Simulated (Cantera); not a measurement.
An adiabatic, constant-pressure homogeneous reactor starts with 16.7 % H₂, 8.79 % O₂, 68.5 % N₂, 6.01 % H₂O, equivalence ratio 0.95, at 1125 K and 3.00 bar.

Computed with Cantera and the H2/O2 subset of GRI-Mech 3.0, which has no nitrogen chemistry. The hydrogen kinetics of GRI-Mech 3.0 are dated; newer H2 mechanisms differ, most at raised pressure.

x: mole fraction; the columns are a selection and need not sum to one.

| t (s) | T (K) | x H₂ | x O₂ | x H₂O | x O | x H₂O₂ | x H | x HO₂ |
|---|---|---|---|---|---|---|---|---|
| 5.00e-6 | 1125 | 0.167 | 0.0879 | 0.0601 | 3.25e-10 | 2.36e-11 | 2.38e-9 | 7.55e-9 |
| 2.26e-5 | 1125 | 0.167 | 0.0879 | 0.0601 | ___ | 1.14e-9 | 9.62e-9 | 9.16e-8 |
| 0.000103 | 1125 | 0.167 | 0.0879 | 0.0601 | ___ | 8.55e-8 | 7.65e-8 | 1.90e-6 |
| 0.000464 | 2232 | 0.00612 | 0.00668 | 0.238 | ___ | 1.98e-7 | 0.000768 | 1.96e-6 |
| 0.00210 | 2262 | 0.00316 | 0.00552 | 0.242 | 0.000171 | 1.25e-7 | 0.000259 | 9.68e-7 |
| 0.00952 | 2262 | 0.00316 | 0.00552 | 0.242 | 0.000171 | 1.25e-7 | 0.000259 | 9.68e-7 |
| 0.0431 | 2262 | 0.00316 | 0.00552 | 0.242 | 0.000171 | 1.25e-7 | 0.000259 | 9.68e-7 |
| 0.195 | 2262 | 0.00316 | 0.00552 | 0.242 | 0.000171 | 1.25e-7 | 0.000259 | 9.68e-7 |
| 0.883 | 2262 | 0.00316 | 0.00552 | 0.242 | 0.000171 | 1.25e-7 | 0.000259 | 9.68e-7 |
| 4.00 | 2262 | 0.00316 | 0.00552 | 0.242 | 0.000171 | 1.25e-7 | 0.000259 | 9.68e-7 |

**Question.** Fill in the missing entries.

**Answer.** 
- 2.26e-5, x O: 1.41e-9
- 0.000103, x O: 1.13e-8
- 0.000464, x O: 0.000384
